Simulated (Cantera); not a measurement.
An isothermal, constant-pressure homogeneous reactor starts with C2H4 : H2 = 1 : 1.6 (molar parts), at 1250 K and 1330 Pa.

Detailed kinetics in Cantera: GRI-Mech 3.0 (53 species, 325 reactions). GRI-Mech 3.0 was tuned for natural gas; its chemistry of ethylene as a main component is partial and can be far from experiment. GRI-Mech 3.0 stops at C3 and has no aromatics, soot or wall deposition, so with more carbon than oxygen in the feed, carbon stays in small species such as C2H2 where larger ones or solid carbon would form. Radical loss at walls, strong at low pressure, is not modelled.

x: mole fraction; the columns are a selection and need not sum to one.

```
t (s)     x C2H4   x H2     x C2H    x C2H2     x CH4       x H     x CH2
--------  ------  -----  --------  --------  --------  --------  --------
2.00e-6    0.385  0.615    <1e-12   6.17e-9    <1e-12  1.09e-12    <1e-12
6.91e-6    0.385  0.615    <1e-12   2.13e-8    <1e-12  3.61e-12    <1e-12
2.39e-5    0.385  0.615    <1e-12   7.37e-8    <1e-12  1.11e-11    <1e-12
8.25e-5    0.385  0.615    <1e-12   2.55e-7    <1e-12  3.31e-11    <1e-12
0.000285   0.385  0.615    <1e-12   8.80e-7    <1e-12  1.14e-10    <1e-12
0.000985   0.385  0.615    <1e-12   3.04e-6    <1e-12  4.14e-10    <1e-12
0.00340    0.385  0.615    <1e-12   1.05e-5    <1e-12   1.46e-9    <1e-12
0.0118     0.385  0.615    <1e-12   3.65e-5  2.07e-11   5.10e-9    <1e-12
0.0406     0.384  0.615    <1e-12  0.000128  7.38e-10   1.79e-8    <1e-12
0.140      0.384  0.616    <1e-12  0.000466       ___   7.14e-8    <1e-12
0.485      0.381  0.616    <1e-12   0.00227       ___   7.01e-7  2.44e-12
1.68       0.345  0.626  5.66e-11    0.0286       ___   4.27e-6  1.36e-11
5.79       0.209  0.663  2.79e-10     0.126       ___   5.04e-6  9.96e-12
20.0      0.0500  0.706  5.51e-10     0.241       ___   5.55e-6  4.22e-12
```

**Question.** Complete the blanks.

**Answer.** 
- 0.140, x CH4: 3.00e-8
- 0.485, x CH4: 2.01e-6
- 1.68, x CH4: 0.000200
- 5.79, x CH4: 0.00135
- 20.0, x CH4: 0.00298
